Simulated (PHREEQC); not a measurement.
Consider water at 25 °C with 0.0032 mol/kgw H3PO4, 0.00074 mol/kgw KOH and 0.00022 mol/kgw NaCl. Closed to the air; pH follows from the charge balance.

Computed with PHREEQC (ion-association model, phreeqc.dat).

| Property | Value |
|---|---|
| pH | 2.76 |
| ionic strength | 0.00280 mol/kgw |
| specific conductance | 774 µS/cm |
| total alkalinity | -2.46 meq/kg |

| species | molality | activity | log γ |
|---|---|---|---|
| H2PO4- | 0.00258 | 0.00243 | -0.025 |
| H+ | 0.00184 | 0.00174 | -0.023 |
| K+ | 0.000740 | 0.000698 | -0.025 |
| H3PO4 | 0.000623 | 0.000624 | 0.000 |
| Cl- | 0.000220 | 0.000208 | -0.025 |
| Na+ | 0.000220 | 0.000208 | -0.025 |
| HPO4-2 | 1.09e-7 | 8.68e-8 | -0.099 |

Precipitation was switched off in this run. Species that the database lacks are ignored.
